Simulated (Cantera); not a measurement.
Input (Python, Cantera):

```python
import numpy as np
import cantera as ct

gas = ct.Solution("h2o2.yaml")
gas.TPX = 1000, 43000, {'H2': 1.4, 'O2': 1, 'N2': 0.67}
reactor = ct.IdealGasConstPressureReactor(gas, energy="off", clone=False)
net = ct.ReactorNet([reactor])
net.rtol, net.atol = 1e-08, 1e-18
show = ['H2', 'O2', 'HO2', 'O', 'H2O2', 'OH']
times = np.geomspace(3e-06, 2, 12)

steps = ct.SolutionArray(gas, extra=["t"])
rows = []
print(f"{'t/s':>10s}{'T/K':>9s}{'P/Pa':>11s}" + "".join(f"{s:>11s}" for s in show))
for t in times:
    while net.time < t:
        t_next = net.step()
        steps.append(gas.state, t=t_next)
    rows.append([np.interp(t, steps.t, y) for y in (steps.T, steps.P, *steps(*show).X.T)])
    print(f"{t:10.3e}{rows[-1][0]:9.1f}{rows[-1][1]:11.4g}" + "".join(f"{x:11.3e}" for x in rows[-1][2:]))
rate = np.gradient(steps.T, steps.t)
print("integrator steps:", len(steps.t))
if steps.T.max() > steps.T[0] + 200:
    print(f"time of steepest temperature rise: {steps.t[rate.argmax()]:.4e} s")
gas.TPX = 1000, 43000, {'H2': 1.4, 'O2': 1, 'N2': 0.67}
gas.equilibrate("TP")
print(f"equilibrium (TP): T = {gas.T:.1f} K  " + "  ".join(f"{s} {gas[s].X[0]:.3e}" for s in show))
```

It prints:

```
       t/s      T/K       P/Pa         H2         O2        HO2          O       H2O2         OH
 3.000e-06   1000.0    4.3e+04  4.560e-01  3.257e-01  1.495e-10  1.075e-11  3.304e-14  4.663e-12
 1.015e-05   1000.0    4.3e+04  4.560e-01  3.257e-01  6.051e-10  7.505e-11  4.248e-13  2.668e-11
 3.436e-05   1000.0    4.3e+04  4.560e-01  3.257e-01  5.313e-09  1.068e-09  8.808e-12  3.632e-10
 1.163e-04   1000.0    4.3e+04  4.560e-01  3.257e-01  5.073e-06  1.270e-06  1.005e-08  4.394e-07
 3.935e-04   1000.0    4.3e+04  8.777e-02  1.647e-01  2.460e-04  1.505e-04  2.884e-05  1.678e-04
 1.332e-03   1000.0    4.3e+04  8.130e-02  1.619e-01  1.011e-04  5.007e-07  1.653e-04  4.532e-07
 4.506e-03   1000.0    4.3e+04  8.032e-02  1.615e-01  1.034e-04  7.262e-07  2.494e-04  6.756e-07
 1.525e-02   1000.0    4.3e+04  7.430e-02  1.587e-01  1.285e-04  1.303e-06  4.564e-04  1.393e-06
 5.160e-02   1000.0    4.3e+04  5.039e-02  1.483e-01  1.175e-04  1.330e-06  4.285e-04  1.632e-06
 1.746e-01   1000.0    4.3e+04  1.430e-02  1.327e-01  6.689e-05  7.928e-07  1.547e-04  1.431e-06
 5.910e-01   1000.0    4.3e+04  1.140e-03  1.271e-01  1.276e-05  6.849e-08  6.233e-06  5.378e-07
 2.000e+00   1000.0    4.3e+04  1.316e-04  1.266e-01  2.028e-06  2.531e-09  1.688e-07  1.286e-07
integrator steps: 2068
equilibrium (TP): T = 1000.0 K  H2 2.227e-10  O2 1.266e-01  HO2 1.254e-09  O 8.587e-11  H2O2 3.881e-10  OH 3.050e-07
```

Detailed kinetics in Cantera: the H2/O2 subset of GRI-Mech 3.0, which has no nitrogen chemistry. The temperature is held fixed by assumption; the heat of reaction is taken as removed at once.
